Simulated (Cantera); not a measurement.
Premixed flame

A freely propagating, adiabatic, planar premixed flame of CH4 : O2 : N2 = 1 : 2.7 : 10.2 (molar parts), equivalence ratio 0.74, unburnt at 625 K and 5.00 bar; mixture-averaged transport, grid criteria slope 0.08 and curve 0.16, no radiation.

Detailed kinetics in Cantera: GRI-Mech 3.0 (53 species, 325 reactions). Burning velocities carry a grid error of a few per cent, more on coarse grids.

| z (mm) | T (K) | u (m/s) | x CH4 | x O2 | x NO | x C2H6 | x CO2 | x H2O2 |
|---|---|---|---|---|---|---|---|---|
| -0.369 | 626 | 0.541 | 0.0718 | 0.194 | <1e-8 | 1.14e-7 | 3.00e-6 | 1.16e-7 |
| -0.246 | 632 | 0.547 | 0.0713 | 0.194 | <1e-8 | 1.26e-6 | 3.04e-5 | 8.67e-7 |
| -0.185 | 650 | 0.563 | 0.0700 | 0.192 | 2.58e-8 | 7.04e-6 | 0.000158 | 3.41e-6 |
| -0.123 | 735 | 0.640 | 0.0646 | 0.185 | 1.62e-7 | 5.32e-5 | 0.00110 | 1.57e-5 |
| -0.0615 | 1086 | 0.952 | 0.0434 | 0.153 | 1.40e-6 | 0.000371 | 0.00777 | 5.04e-5 |
| -0.0308 | 1427 | 1.26 | 0.0231 | 0.120 | 3.30e-6 | 0.000475 | 0.0174 | 2.60e-5 |
| 0 | 1769 | 1.56 | 0.00461 | 0.0818 | 6.17e-6 | 5.26e-5 | 0.0328 | 2.63e-6 |
| 0.0308 | 1925 | 1.69 | 0.000193 | 0.0626 | 9.59e-6 | 9.31e-8 | 0.0479 | 9.57e-7 |
| 0.0615 | 1992 | 1.74 | 4.44e-6 | 0.0568 | 1.23e-5 | <1e-8 | 0.0570 | 7.34e-7 |
| 0.123 | 2062 | 1.79 | <1e-8 | 0.0531 | 1.61e-5 | <1e-8 | 0.0646 | 5.12e-7 |
| 0.246 | 2114 | 1.83 | <1e-8 | 0.0512 | 2.04e-5 | <1e-8 | 0.0687 | 3.24e-7 |
| 0.492 | 2138 | 1.85 | <1e-8 | 0.0506 | 2.48e-5 | <1e-8 | 0.0703 | 2.29e-7 |
| 0.984 | 2143 | 1.86 | <1e-8 | 0.0505 | 3.05e-5 | <1e-8 | 0.0707 | 2.10e-7 |
x: mole fraction of selected species; z is measured from the peak of heat release.

```json
{
  "laminar_burning_velocity": "54.0 cm/s",
  "thermal_thickness": "0.123 mm",
  "peak x(C2H6)": "0.000505",
  "peak x(H2O2)": "5.10e-5",
  "grid_points": "140"
}
```
